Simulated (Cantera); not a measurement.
A perfectly stirred reactor is fed with C₂H₆ : N₂ = 1 : 1.8 (molar parts), at 101000 Pa; it is held at 1348 K, and followed from long to short residence time.

Computed with Cantera and GRI-Mech 3.0 (53 species, 325 reactions). GRI-Mech 3.0 stops at C3 and has no aromatics, soot or wall deposition, so with more carbon than oxygen in the feed, carbon stays in small species such as C2H2 where larger ones or solid carbon would form.

Task: What does this change do: temperature 1348 to 1373 K?

Result: 
| quantity | before | after |
|---|---|---|
| x(C₂H₆) at τ = 0.950 s | 0.00155 | 0.00111 |
| x(CH₄) at τ = 0.950 s | 0.0988 | 0.0982 |
| x(CH₂) at τ = 0.950 s | 3.89e-10 | 5.56e-10 |
| x(C₂H₂) at τ = 0.950 s | 0.128 | 0.138 |
| x(C₂H₄) at τ = 0.950 s | 0.0636 | 0.0514 |
| x(C₂H₆) at τ = 45.0 ms | 0.00963 | 0.00705 |
| x(CH₄) at τ = 45.0 ms | 0.0738 | 0.0760 |
| x(CH₂) at τ = 45.0 ms | 2.13e-9 | 3.18e-9 |
| x(C₂H₂) at τ = 45.0 ms | 0.0988 | 0.114 |
| x(C₂H₄) at τ = 45.0 ms | 0.104 | 0.0857 |

Task: What does this change do: N2 1.8 to 5.9 parts?

Result: 
| quantity | before | after |
|---|---|---|
| x(C₂H₆) at τ = 0.950 s | 0.00155 | 0.000645 |
| x(CH₄) at τ = 0.950 s | 0.0988 | 0.0388 |
| x(CH₂) at τ = 0.950 s | 3.89e-10 | 3.73e-10 |
| x(C₂H₂) at τ = 0.950 s | 0.128 | 0.0762 |
| x(C₂H₄) at τ = 0.950 s | 0.0636 | 0.0232 |
| x(C₂H₆) at τ = 45.0 ms | 0.00963 | 0.00480 |
| x(CH₄) at τ = 45.0 ms | 0.0738 | 0.0317 |
| x(CH₂) at τ = 45.0 ms | 2.13e-9 | 2.45e-9 |
| x(C₂H₂) at τ = 45.0 ms | 0.0988 | 0.0583 |
| x(C₂H₄) at τ = 45.0 ms | 0.104 | 0.0428 |
